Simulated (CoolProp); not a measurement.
A single-stage vapour-compression cycle with ethylene: evaporating at 207.15 K (dew point), condensing at 271.15 K (bubble point), superheat 5 K, subcooling 5 K, compressor efficiency 0.65, no pressure losses. Each further row changes one setting.

Computed with CoolProp (reference Helmholtz-energy equation of state, Smukala 2000).

```json
[
 {"case": "as stated", "cooling COP": "1.28", "pressure ratio": "6.48", "discharge temperature (K)": "359.8", "refrigerating effect (kJ/kg)": "249", "volumetric capacity (kJ/m³)": "2680"},
 {"case": "evaporating temperature 212.15 K", "cooling COP": "1.46", "pressure ratio": "5.38", "discharge temperature (K)": "350.6", "refrigerating effect (kJ/kg)": "252", "volumetric capacity (kJ/m³)": "3240"},
 {"case": "condensing temperature 266.15 K", "cooling COP": "1.48", "pressure ratio": "5.77", "discharge temperature (K)": "349.9", "refrigerating effect (kJ/kg)": "267", "volumetric capacity (kJ/m³)": "2880"},
 {"case": "subcooling 10 K", "cooling COP": "1.38", "pressure ratio": "6.48", "discharge temperature (K)": "359.8", "refrigerating effect (kJ/kg)": "269", "volumetric capacity (kJ/m³)": "2890"},
 {"case": "superheat 15 K", "cooling COP": "1.28", "pressure ratio": "6.48", "discharge temperature (K)": "373.3", "refrigerating effect (kJ/kg)": "264", "volumetric capacity (kJ/m³)": "2670"},
 {"case": "compressor efficiency 0.55", "cooling COP": "1.08", "pressure ratio": "6.48", "discharge temperature (K)": "377.0", "refrigerating effect (kJ/kg)": "249", "volumetric capacity (kJ/m³)": "2680"}
]
```
